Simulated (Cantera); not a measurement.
Cantera run:

```python
import numpy as np
import cantera as ct

gas_names = """
    CL CL2 H HCL H2 N NH NH2 NH3 N2 N2H2 N2H4 Si SiCL SiCL2 SiCL3 SiCL4 SiH SiHCL3 SiH2 SiH2CL2 SiH3
    SiH3CL SiH4 SiN Si2 Si2N Si3
""".split()
cond_names = """
    NH4CL(a) NH4CL(b) Si(cr) Si(L) Si3N4(a)
""".split()


# ... load() reads the species with a 1 bar reference pressure and builds the phases ...
atoms = {
    'SiCl4': {'Si': 1, 'CL': 4},
    'N2': {'N': 2},
    'H2': {'H': 2},
}
top_T = {'Si3N4(a)': 2400}  # K; cautious upper limits of use, not melting points


# ... equilibrate(T, P, feed) seeds the gas with the atoms and calls Mixture.equilibrate('TP', solver="vcs", rtol=1e-11, max_steps=5000) ...
results = []
feed = {'SiCl4': 1, 'N2': 24, 'H2': 17}  # mol
P = 1400  # Pa
for T in [1075, 1175, 1275, 1375, 1475, 1575, 1675, 1775]:
    mix = equilibrate(T, P, feed)
    results.append((T, P, feed, dict(zip(mix.species_names, mix.species_moles))))

top = {s: max(r[3][s] / sum(r[3][g] for g in gas_names) for r in results) for s in gas_names}
cols = sorted((s for s in top if top[s] > 0.0001), key=lambda s: -top[s])[:7]
seen = [c for c in cond_names if any(r[3].get(c, 0) > 1e-12 for r in results)]
print("log10 of partial pressures in bar; condensed amounts in mol")
print(f"{'T/K':>10s}" + "".join(f"{s[:9]:>10s}" for s in cols + seen))
for T, P, feed, n in results:
    ng = sum(n[g] for g in gas_names)
    print(f"{T:10.4g}" + "".join(f"{np.log10(max(n[s] / ng * P / 1e5, 1e-99)):10.3f}" for s in cols)
          + "".join(f"{n.get(c, 0):10.4g}" for c in seen))
```

It prints:

```
log10 of partial pressures in bar; condensed amounts in mol
       T/K        N2        H2       HCL     SiCL2         H        CL     SiCL3  Si3N4(a)
      1075    -2.113    -2.304    -2.879    -8.041    -8.986    -9.605    -7.692    0.3325
      1175    -2.113    -2.304    -2.879    -6.947    -8.064    -8.697    -7.107    0.3326
      1275    -2.113    -2.304    -2.880    -6.030    -7.285    -7.931    -6.617    0.3317
      1375    -2.112    -2.304    -2.883    -5.256    -6.617    -7.278    -6.209    0.3267
      1475    -2.112    -2.303    -2.897    -4.613    -6.038    -6.724    -5.891    0.3071
      1575    -2.111    -2.299    -2.937    -4.113    -5.531    -6.269    -5.703    0.2531
      1675    -2.110    -2.293    -3.017    -3.768    -5.082    -5.913    -5.678    0.1573
      1775    -2.108    -2.287    -3.132    -3.556    -4.682    -5.641    -5.792   0.04267
```

Cantera equilibrium calculation (NASA polynomials, part measured and part estimated; ideal gas, pure solids and liquids). N2 is the only nitrogen source here; it is nearly inert below about 1500 K, so the nitride shown seldom forms there in practice. The tables' values for SiCl3, SiCl are old estimates; treat these amounts as uncertain.
